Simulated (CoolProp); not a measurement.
Saturation properties of propylene (Tc = 364.2 K, pc = 4.555 MPa, ω = 0.146).

The numbers come from the reference Helmholtz-energy equation of state, Lemmon 2013 in CoolProp.

```tsv
T (K)	p (MPa)	liquid density (kg/m³)	vapour density (kg/m³)	vapour viscosity (µPa s)	liquid conductivity (mW/(m K))
233.1	0.1412	600.6	3.212	6.56	142
241.1	0.1954	590.3	4.352	6.79	139
249.2	0.2653	579.7	5.800	7.03	135
257.2	0.3515	568.9	7.568	7.27	131
265.2	0.4572	557.7	9.729	7.54	128
273.2	0.5850	546.1	12.35	7.82	124
281.2	0.7374	534.0	15.50	8.13	120
289.2	0.9172	521.3	19.27	8.47	116
297.2	1.127	507.9	23.79	8.85	112
305.3	1.374	493.5	29.27	9.30	108
313.3	1.654	478.3	35.80	9.81	103
321.3	1.974	461.7	43.71	10.4	99.1
329.3	2.337	443.4	53.45	11.1	94.8
```

It boils at 225.5 K under 1 atm.

Viscosity comes from a separate model (Huber 2003), an estimate that may be off by 10 % or more. Thermal conductivity comes from a separate model (Huber 2003), an estimate that may be off by 10 % or more.
